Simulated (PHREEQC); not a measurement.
Make-up at 25 °C: 0.043 mol/kgw H3PO4, 0.21 mol/kgw H2SO4 and 0.053 mol/kgw H3AsO4. Closed to the air; pH follows from the charge balance.

Model: ion-association model, wateq4f.dat, run in PHREEQC.

```csv
quantity,before,after
pH,0.72,0.76
ionic strength (mol/kgw),0.268,0.237
HSO4- (mol/kgw),0.183,0.198
H3AsO4 (mol/kgw),0.0510,0.0515
SO4-2 (mol/kgw),0.0269,0.0120
H2AsO4- (mol/kgw),0.00195,0.00154
```

### Question
Name the change that produced these shifts.
A) temperature from 25 to 65 °C
B) H3AsO4 from 0.053 to 0.0477 mol/kgw
C) H3PO4 from 0.043 to 0.0043 mol/kgw
D) H3AsO4 from 0.053 to 0.0795 mol/kgw
E) H2SO4 from 0.21 to 0.042 mol/kgw

### Answer
A, temperature from 25 to 65 °C

Precipitation was switched off in this run. H3PO4, which wateq4f.dat lacks, is added to it with the constant of phreeqc.dat. At this temperature some constants are extrapolated from 25 °C, and those without enthalpy data are left unchanged.
